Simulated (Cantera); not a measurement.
Mixture: CH4 : C2H6 : C3H8 : O2 : N2 = 1 : 0.047 : 0.083 : 1.72 : 6.47 (molar parts), equivalence ratio 1.5, at 5.00 bar, adiabatic and at constant pressure. Ignition delay is the time to a rise of 400 K.

Cantera simulation using GRI-Mech 3.0 (53 species, 325 reactions); the numbers are that mechanism's predictions, not measurements.

### Question
What does this change do: 0.31 parts H2 added?

### Answer
```csv
quantity,before,after
delay at 1250 K,1.63 ms,0.618 ms
delay at 1350 K,0.427 ms,0.229 ms
delay at 1450 K,0.132 ms,87.9 µs
delay at 1550 K,49.6 µs,37.3 µs
delay at 1650 K,22.2 µs,18.0 µs
apparent activation energy between 1600 and 1700 K,160 kJ/mol,150 kJ/mol
```
